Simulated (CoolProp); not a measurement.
The fluid at 282.13 K and 0.889 MPa is compressed adiabatically to 2.7 MPa with isentropic efficiency 0.7. The same conditions are run with several fluids, on thermodynamics alone (safety and materials aside).

Model: reference Helmholtz-energy equation of state of each fluid (CH2F2 (R32): Tillner-Roth 1997; carbon monoxide: Lemmon 2006; ethane: Bücker 2006; oxygen: Schmidt 1985; CF4 (R14): Platzer 1990), in CoolProp. The equations of Platzer and Polt are older, rougher fits.

**Question.** Rank CH2F2 (R32), carbon monoxide, ethane, oxygen, CF4 (R14) by work (kJ/kg), highest first.

**Answer.** carbon monoxide (157), oxygen (136), ethane (122), CH2F2 (R32) (66.6), CF4 (R14) (43.6)

| fluid | final temperature (K) | final density (kg/m³) |
|---|---|---|
| CH2F2 (R32) | 370.0 | 54.5 |
| carbon monoxide | 432.2 | 20.9 |
| ethane | 358.9 | 30.9 |
| oxygen | 429.1 | 24.2 |
| CF4 (R14) | 348.6 | 86.3 |

Above 300 K oxygen's equation is extrapolated.
